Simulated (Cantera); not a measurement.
An isothermal, constant-pressure homogeneous reactor starts with H₂ : O₂ = 0.13 : 1 (molar parts), at 975 K and 11.3 Torr.

Detailed kinetics in Cantera: GRI-Mech 3.0 (53 species, 325 reactions). Radical loss at walls, strong at low pressure, is not modelled. The temperature is held fixed by assumption; the heat of reaction is taken as removed at once.

x: mole fraction; the columns are a selection and need not sum to one.

```
t (s)         x H₂   x O₂       x H     x H₂O   x H₂O₂     x HO₂      x OH
--------  --------  -----  --------  --------  -------  --------  --------
3.00e-5      0.115  0.885  1.54e-11    <1e-12   <1e-12  1.66e-11  1.25e-12
0.000110     0.115  0.885  5.47e-11  1.16e-11   <1e-12  6.12e-11  1.07e-11
0.000405     0.115  0.885  3.45e-10  3.61e-10   <1e-12  2.31e-10  1.01e-10
0.00149      0.115  0.885   4.88e-8   8.78e-8   <1e-12       ___   1.55e-8
0.00548     0.0242  0.843    0.0365    0.0712  4.19e-7       ___   0.00448
0.0201    0.000825  0.873   0.00150     0.119  2.96e-7       ___   0.00103
0.0740     4.83e-5  0.878   1.62e-5     0.122  1.82e-7       ___  0.000202
0.272      3.23e-6  0.878   3.56e-7     0.122  7.19e-8       ___   5.73e-5
1.00       2.78e-7  0.878   1.63e-8     0.122  2.42e-8       ___   2.06e-5
```

**Question.** What belongs in the gaps?

**Answer.** 
- 0.00149, x HO₂: 2.30e-9
- 0.00548, x HO₂: 1.27e-5
- 0.0201, x HO₂: 1.10e-5
- 0.0740, x HO₂: 2.90e-6
- 0.272, x HO₂: 4.34e-7
- 1.00, x HO₂: 6.81e-8
